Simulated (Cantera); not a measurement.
Equilibrium for carbothermic reduction: PbO + CH₄ + N₂

Charge: 1 mol PbO, a varied amount of CH₄, 0.39 mol N₂, at 1675 °C and 0.190 bar.

Equilibrium computed with Cantera from the NASA thermochemical tables; the gas is ideal and each condensed phase is pure. Candidate condensed phases: C, C₆H₆, C₇H₈, C₈H₁₈, H₂O, Pb, PbO, PbO₂, Pb₃O₄; 139 gas species. The numbers say what is thermodynamically allowed, not how fast it happens.

```
n(CH₄) (mol)  log p H₂  log p Pb  log p CO  log p N₂  log p H₂O  log p CO₂  n C(graphite)
------------  --------  --------  --------  --------  ---------  ---------  -------------
0.67             -1.23     -1.25     -1.45     -1.66      -1.79      -2.66              0
0.86             -1.12     -1.32     -1.39     -1.73      -2.22      -3.14              0
1.1              -1.04     -1.38     -1.38     -1.80      -6.27      -7.25         0.0860
1.4              -0.99     -1.44     -1.44     -1.85      -6.27      -7.35          0.384
1.8              -0.94     -1.50     -1.50     -1.92      -6.28      -7.48          0.781
2.3              -0.91     -1.57     -1.57     -1.98      -6.31      -7.61           1.28
2.9              -0.87     -1.64     -1.63     -2.05      -6.35      -7.75           1.87
3.7              -0.84     -1.71     -1.71     -2.13      -6.40      -7.91           2.67
4.7              -0.82     -1.79     -1.79     -2.22      -6.45      -8.07           3.67
```
log p: log10 of the partial pressure in bar; n: condensed amount in mol.

From 0.67 mol CH₄ to 0.86 mol CH₄ nothing is condensed. From 1.1 mol CH₄ to 4.7 mol CH₄ the condensed part is C(graphite). The main Pb-bearing gas is Pb throughout.
